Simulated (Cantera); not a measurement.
# Si2Cl6 + NH3 + N2 (silicon nitride deposition)

Input: 1 mol Si2Cl6, 1.5 mol NH3, 2.9 mol N2, at 1673.15 K and 1330 Pa.

These are equilibrium values from Cantera (NASA tables, ideal gas, pure condensed phases), not measurements of a reactor. Candidate condensed phases: NH4Cl, Si, Si3N4; 28 gas species. The feed counts by its element totals alone. The tables' values for SiCl3, SiCl are old estimates; treat these amounts as uncertain. Rates play no part.

| Property | Value |
|---|---|
| x(N2) | 0.413 |
| x(SiCl2) | 0.212 |
| x(HCl) | 0.211 |
| x(H2) | 0.149 |
| x(SiCl3) | 0.0123 |
| x(SiCl4) | 0.00149 |
| x(Cl) | 0.000421 |
| x(H) | 0.000381 |
| x(SiHCl3) | 0.000189 |
| gas amount | 8.835 mol |
| log10 activity of Si(s) (absent) | -0.70 |
